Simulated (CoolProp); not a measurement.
Ammonia along the isotherm -58.85 °C: fugacity coefficient from the reference equation and from simpler models built on Tc = 132.4 °C, pc = 11.36 MPa, ω = 0.256; each cubic takes its own stable root.

Computed with CoolProp (reference Helmholtz-energy equation of state, Gao 2020).

| p (MPa) | phase | reference |
|---|---|---|
| 2.03 | liquid | 0.01179 |
| 4.06 | liquid | 0.006056 |
| 6.09 | liquid | 0.004148 |
| 8.12 | liquid | 0.003197 |
| 10.1 | liquid | 0.002639 |
| 12.2 | liquid | 0.002247 |
| 14.2 | liquid | 0.001983 |
| 16.2 | liquid | 0.001785 |
| 18.3 | liquid | 0.001625 |
| 20.3 | liquid | 0.001504 |
| 22.3 | liquid | 0.001406 |
| 24.4 | liquid | 0.001321 |

**Question.** How far does each simpler model (van der Waals, Redlich-Kwong, Soave-Redlich-Kwong) lie from the reference over these 12 states: mean and median of the absolute difference, and the worst?

**Answer.** 
- van der Waals: mean 2059.0 %, median 2052.7 %, worst +2360.3 % at -58.85 °C and 24.4 MPa
- Redlich-Kwong: mean 139.6 %, median 139.6 %, worst +150.4 % at -58.85 °C and 24.4 MPa
- Soave-Redlich-Kwong: mean 2.7 %, median 2.2 %, worst -6.0 % at -58.85 °C and 2.03 MPa
